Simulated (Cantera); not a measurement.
Thermodynamics of hydrogen reduction and annealing atmospheres, feed V₂O₃ + H₂

Input: 1 mol V₂O₃, 15 mol H₂, equilibrated at 3300 Pa.

Method: chemical equilibrium by Gibbs-energy minimisation in Cantera with the NASA 1993 tables (ideal gas, pure condensed phases). Candidate condensed phases: H₂O, V, VO, V₂O₃, V₂O₄, V₂O₅; 12 gas species. Mutual solubility and eutectic melting of coexisting phases are not modelled. VO: taken at fixed stoichiometry. Condensed phases not in the tables: the oxides between V₂O₃ and V₂O₅ other than VO₂. The numbers say what is thermodynamically allowed, not how fast it happens.

From 1448 K to 2048 K the condensed part is VO(s) + V₂O₃(s).

```tsv
T (K)	x H₂	x H₂O	x H	x VO₂	n VO(s)	n V₂O₃(s)
1448	0.997	0.00270	5.07e-5	2.56e-9	0.0809	0.960
1523	0.996	0.00412	0.000127	2.22e-8	0.124	0.938
1598	0.994	0.00605	0.000292	1.56e-7	0.181	0.909
1673	0.991	0.00856	0.000624	9.11e-7	0.257	0.872
1748	0.987	0.0117	0.00125	4.55e-6	0.353	0.824
1823	0.982	0.0157	0.00236	1.98e-5	0.471	0.764
1898	0.975	0.0204	0.00425	7.59e-5	0.615	0.692
1973	0.966	0.0260	0.00730	0.000262	0.786	0.605
2048	0.955	0.0323	0.0120	0.000820	0.988	0.499
```
x: gas mole fraction; n: condensed amount in mol.
